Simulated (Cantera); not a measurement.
## Premixed flame

A freely propagating, adiabatic, planar premixed flame of CH4 : H2 : O2 : N2 = 1 : 0.21 : 1.75 : 6.6 (molar parts), equivalence ratio 1.2, unburnt at 475 K and 760 Torr; unity-Lewis-number transport, grid criteria slope 0.08 and curve 0.16, no radiation.

Cantera simulation using GRI-Mech 3.0 (53 species, 325 reactions); the numbers are that mechanism's predictions, not measurements. Unity Lewis numbers drop preferential diffusion, which matters most where H2 and H carry the flame. Burning velocities carry a grid error of a few per cent, more on coarse grids.

```tsv
z (mm)	T (K)	u (m/s)	x CH4	x H2	x O2	x H	x NO	x H2O
-1.36	475	0.561	0.105	0.0220	0.183	<1e-8	<1e-8	3.44e-5
-0.908	479	0.565	0.104	0.0220	0.183	<1e-8	7.16e-8	0.000445
-0.681	499	0.588	0.103	0.0223	0.181	<1e-8	3.99e-7	0.00241
-0.454	611	0.724	0.0957	0.0239	0.170	6.01e-8	2.58e-6	0.0141
-0.227	1079	1.29	0.0623	0.0311	0.121	2.12e-5	1.46e-5	0.0667
-0.113	1492	1.81	0.0308	0.0379	0.0750	0.000441	2.69e-5	0.117
0	1876	2.31	0.00460	0.0398	0.0282	0.00552	4.34e-5	0.164
0.113	2005	2.48	0.000127	0.0332	0.00966	0.0121	6.19e-5	0.177
0.227	2041	2.52	2.23e-6	0.0322	0.00609	0.0128	7.17e-5	0.179
0.454	2085	2.56	<1e-8	0.0322	0.00436	0.0111	7.93e-5	0.181
0.908	2137	2.62	<1e-8	0.0311	0.00291	0.00812	8.59e-5	0.185
1.82	2187	2.67	<1e-8	0.0297	0.00161	0.00532	9.37e-5	0.189
3.63	2224	2.70	<1e-8	0.0287	0.000731	0.00328	0.000102	0.192
```
x: mole fraction of selected species; z is measured from the peak of heat release.

The laminar burning velocity is 56.0 cm/s and the thermal thickness comes out as 0.454 mm. The peak x(H) is 0.0129 and the grid points comes out as 147.
